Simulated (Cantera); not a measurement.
Mixture: 4.22 % CH4, 3.04 % CO, 15.8 % O2, 59.6 % N2, 17.3 % H2O, equivalence ratio 0.63, at 690000 Pa, adiabatic and at constant volume. Ignition delay is the time to a rise of 400 K.

Model: GRI-Mech 3.0 (53 species, 325 reactions), integrated in Cantera.

### Question
Predict: delay at 1100 K; delay at 1175 K; delay at 1250 K; delay at 1325 K; delay at 1400 K; apparent activation energy between 1250 and 1400 K.

### Answer
```json
{
  "delay at 1100 K": "38.1 ms",
  "delay at 1175 K": "11.9 ms",
  "delay at 1250 K": "4.26 ms",
  "delay at 1325 K": "1.69 ms",
  "delay at 1400 K": "0.727 ms",
  "apparent activation energy between 1250 and 1400 K": "170 kJ/mol"
}
```
